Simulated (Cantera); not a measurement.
**Equilibrium for roasting and sulfation: MgCO3 + SO3 + O2**

Input: 1 mol MgCO3, a varied amount of SO3, 1.7 mol O2, equilibrated at 1525 K and 12.0 bar.

Method: chemical equilibrium by Gibbs-energy minimisation in Cantera with the NASA 1993 tables (ideal gas, pure condensed phases). Candidate condensed phases: C, Mg, MgCO3, MgO, MgS, MgSO4, S; 26 gas species. Mutual solubility and eutectic melting of coexisting phases are not modelled. Rates play no part.

```tsv
n(SO3) (mol)	log p O2	log p SO2	log p CO2	log p SO3	log p O	log p CO	log p SO	log p O3	n MgO(s)	n MgSO4(l)
0.55	0.83	0.24	0.53	-0.83	-4.83	-5.03	-6.46	-7.18	1.00	0
0.67	0.82	0.30	0.51	-0.77	-4.84	-5.04	-6.39	-7.20	1.00	0
0.82	0.81	0.37	0.49	-0.71	-4.84	-5.06	-6.32	-7.21	1.00	0
0.99	0.80	0.42	0.46	-0.66	-4.85	-5.09	-6.26	-7.23	1.00	0
1.2	0.78	0.48	0.43	-0.61	-4.86	-5.11	-6.20	-7.25	1.00	0
1.5	0.77	0.53	0.39	-0.57	-4.86	-5.15	-6.13	-7.27	1.00	0
1.8	0.76	0.57	0.35	-0.53	-4.87	-5.18	-6.09	-7.29	1.00	0
2.1	0.74	0.61	0.32	-0.50	-4.87	-5.20	-6.05	-7.31	1.00	0
2.6	0.73	0.65	0.27	-0.47	-4.88	-5.25	-6.00	-7.33	1.00	0
3.1	0.73	0.65	0.26	-0.47	-4.88	-5.25	-5.99	-7.33	0.544	0.456
3.8	0.72	0.66	0.25	-0.46	-4.88	-5.27	-5.98	-7.34	0	1.00
4.6	0.71	0.70	0.18	-0.43	-4.89	-5.33	-5.93	-7.36	0	1.00
```
log p: log10 of the partial pressure in bar; n: condensed amount in mol.

From 0.55 mol SO3 to 2.6 mol SO3 the condensed part is MgO(s). At 3.1 mol SO3 the condensed part is MgO(s) + MgSO4(l). From 3.8 mol SO3 to 4.6 mol SO3 the condensed part is MgSO4(l).
